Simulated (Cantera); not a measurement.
Charge: 1 mol HgO, 4.5 mol H2, 0.56 mol N2, at 577 °C and 0.000140 bar.

These are equilibrium values from Cantera (NASA tables, ideal gas, pure condensed phases), not measurements of a reactor. Candidate condensed phases: H2O, Hg, HgO; 25 gas species. Kinetics and transport are ignored.

Base state: H2 0.578, H2O 0.165, Hg 0.165, N2 0.0924 (mole fractions); condensed: gas only.

**Question.** What changes in the equilibrium state with this change: H2 from 4.5 to 0.26 mol?

**Answer.** 
| species | before | after |
|---|---|---|
| Hg | 0.165 | 0.457 |
| N2 | 0.0924 | 0.256 |
| O2 | <1e-9 | 0.169 |
| H2 | 0.578 | <1e-9 |
| H2O | 0.165 | 0.119 |
